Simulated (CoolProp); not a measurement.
A simple Rankine cycle with dimethyl carbonate: condensing at 328.15 K, boiler at 0.37 MPa, turbine inlet 560.1 K, turbine efficiency 0.75, pump efficiency 0.8, no recuperator. Each further row changes one setting.

Model: reference Helmholtz-energy equation of state, Zhou 2011, in CoolProp.

```tsv
case	thermal efficiency (%)	net work (kJ/kg)	heat in (kJ/kg)	turbine exit temperature (K)	volume ratio over the turbine
as stated	12.1	91.2	753	(withheld)	11.9
turbine inlet 580.1 K	(withheld)	94.7	(withheld)	524.4	11.9
condensing temperature 320.15 K	(withheld)	102	768	498.4	16.5
boiler pressure 0.259 MPa	10.6	79.6	754	512.9	(withheld)
turbine efficiency 0.65	(withheld)	(withheld)	753	(withheld)	12.1
```

What belongs in the gaps?


- as stated, turbine exit temperature (K): 505.1
- turbine inlet 580.1 K, thermal efficiency (%): 12.0
- turbine inlet 580.1 K, heat in (kJ/kg): 789
- condensing temperature 320.15 K, thermal efficiency (%): 13.3
- boiler pressure 0.259 MPa, volume ratio over the turbine: 8.42
- turbine efficiency 0.65, thermal efficiency (%): 10.5
- turbine efficiency 0.65, net work (kJ/kg): 79.0
- turbine efficiency 0.65, turbine exit temperature (K): 512.3
